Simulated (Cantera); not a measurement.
Input: 1 mol C2H6, 2.5 mol NH3, equilibrated at 4.80 Torr.

Method: chemical equilibrium by Gibbs-energy minimisation in Cantera with the NASA 1993 tables (ideal gas, pure condensed phases). Candidate condensed phases: C, C6H6, C7H8, C8H18; 92 gas species. Rates play no part.

**Question.** At 2100 K, list the 6 most abundant gas species with their mole fractions, and the condensed phases.

**Answer.** H2 0.806, N2 0.150, H 0.0350, HCN 0.00745, C2H2 (acetylene) 0.00116, HNC 0.000503. Condensed: C(graphite).
